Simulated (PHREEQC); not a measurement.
Dissolve 0.034 mol/kgw CdSO4, 3.2e-05 mol/kgw NaCl and 3.4e-05 mol/kgw H2SO4 at 90 °C. Closed to the air; pH follows from the charge balance.

All values are PHREEQC results (ion-association model, phreeqc.dat), not measurements.

No solid was allowed to form.

Q: What pH, density, ionic strength does the model give?

A: pH 4.87; density 0.972 g/cm³; ionic strength 0.0703 mol/kgw.

Q: In which forms is Na present?

A: Na+ 96 %, NaSO4- 3.9 % of the Na.

Away from 25 °C the constants follow the database's enthalpies or fits; those with neither stay at their 25 °C values.
